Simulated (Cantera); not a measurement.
Ta2O5 + CH4 + CO (carbothermic reduction)

Charge: 1 mol Ta2O5, 0.39 mol CH4, 0.01 mol CO, held at 2325 K.

These are equilibrium values from Cantera (NASA tables, ideal gas, pure condensed phases), not measurements of a reactor. Candidate condensed phases: C, C6H6, C7H8, C8H18, H2O, Ta, TaC, Ta2O5; 113 gas species. Mutual solubility and eutectic melting of coexisting phases are not modelled. TaC: taken at fixed stoichiometry. Condensed phases not in the tables: Ta2C, N, O or C dissolved in the metal. Equilibrium is a limit: real reactors are often held back by kinetics, nucleation or transport.

At 0.0750 Torr the condensed part is Ta2O5(l). From 0.315 Torr to 97.5 Torr the condensed part is Ta(s) + Ta2O5(l). From 420 Torr to 7500 Torr the condensed part is TaC(s) + Ta2O5(l). The main Ta-bearing gas is TaO2 throughout.

```tsv
P (Pa)	x H2	x H	x CO	x TaO2	x TaO	x H2O	n Ta2O5(l)	n Ta(s)	n TaC(s)
10	0.118	0.378	0.160	0.320	0.00839	0.00524	0.592	0	0
42	0.254	0.271	0.200	0.223	0.0500	0.00132	0.723	0.00878	0
180	0.469	0.178	0.287	0.0520	0.0117	0.00243	0.889	0.133	0
750	0.568	0.0958	0.317	0.0125	0.00280	0.00295	0.914	0.152	0
3200	0.615	0.0482	0.329	0.00292	0.000656	0.00319	0.920	0.157	0
13000	0.637	0.0243	0.334	0.000720	0.000162	0.00330	0.921	0.157	0
56000	0.716	0.0124	0.267	0.000156	3.07e-5	0.00424	0.944	0	0.113
240000	0.720	0.00602	0.267	2.96e-5	3.84e-6	0.00646	0.943	0	0.114
1000000	0.720	0.00295	0.267	5.80e-6	5.01e-7	0.00971	0.943	0	0.115
```
x: gas mole fraction; n: condensed amount in mol.
